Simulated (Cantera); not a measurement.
Input: 1 mol SiCl4, 0.42 mol Cl2, 730 mol H2, at 1173 K and 0.00410 bar.

Equilibrium computed with Cantera from the NASA thermochemical tables; the gas is ideal and each condensed phase is pure. Kinetics and transport are ignored.

```tsv
species	before	after
H2	0.993	0.921
HCl	0.00641	0.0641
SiCl2	9.41e-5	0.0102
SiCl4	2.24e-7	0.00261
SiCl3	1.46e-6	0.00164
SiHCl3	8.10e-7	0.000874
SiH2Cl2	3.75e-7	3.75e-5
Si(s), mol	0.929	0.276
```
Gas species are given as mole fractions.

Which change was made?
(A) H2 from 730 to 45 mol
(B) temperature from 1173 K to 825 K
(C) SiCl4 replaced by Si2Cl6
(D) SiCl4 replaced by SiH4

A, H2 from 730 to 45 mol. The tables' values for SiCl3 are old estimates; treat these amounts as uncertain
